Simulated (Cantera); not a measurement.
Charge: 1 mol B, 0.1 mol NH₃, 0.33 mol H₂, equilibrated at 873 K and 100000 Pa.

Equilibrium computed with Cantera from the NASA thermochemical tables; the gas is ideal and each condensed phase is pure. Candidate condensed phases: B, BN; 15 gas species. Rates play no part.

Base state: H₂ 1.00 (mole fractions); condensed: B(s) + BN(s).

**Question.** What changes in the equilibrium state with this change: temperature from 873 K to 2150 K?

**Answer.** 
```tsv
species	before	after
H₂	1.00	0.994
H	<1e-9	0.00420
BH₂	<1e-9	0.00103
N₂	<1e-9	0.000943
BH₃	2.88e-8	5.09e-5
B(s), mol	0.900	0.900
BN(s), mol	0.100	0.0991
```
Mutual solubility and eutectic melting of coexisting phases are not modelled. The tables' values for BH₂ are old estimates; treat these amounts as uncertain. Gases not in the tables: B₂H₆ and higher boranes.

**Question.** What changes in the equilibrium state with this change: NH₃ from 0.1 to 12 mol?

**Answer.** 
```
species     before     after
----------  ------  --------
H₂            1.00     0.769
N₂           <1e-9     0.231
NH₃          <1e-9  0.000491
B(s), mol    0.900         0
BN(s), mol   0.100      1.00
```

**Question.** What changes in the equilibrium state with this change: NH₃ from 0.1 to 1.3 mol?

**Answer.** 
```csv
species,before,after
H₂,1.00,0.938
N₂,<1e-9,0.0616
NH₃,<1e-9,0.000342
"B(s), mol",0.900,0
"BN(s), mol",0.100,1.00
```
